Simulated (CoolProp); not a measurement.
Properties of sulfur hexafluoride at several states.

Model: reference Helmholtz-energy equation of state, Guder 2009, in CoolProp.

```csv
T (K),p (MPa),phase,cp (kJ/(kg K)),conductivity (mW/(m K)),fugacity coefficient
510,0.0103,gas,0.8856,28.2,0.9998
302.1,0.111,gas,[?],13.3,0.9882
521.5,16.7,supercritical,1.033,46.2,0.8566
481.6,0.232,gas,0.8691,[?],0.9955
599.7,1.8,gas,0.9420,36.4,0.9899
303,0.23,gas,0.6822,[?],0.9759
```

Problem. Fill in the missing entries.

Solution. 
- 302.1, cp (kJ/(kg K)): 0.6756
- 481.6, conductivity (mW/(m K)): 26.5
- 303, conductivity (mW/(m K)): 13.4

Thermal conductivity comes from a separate model (Assael 2012).
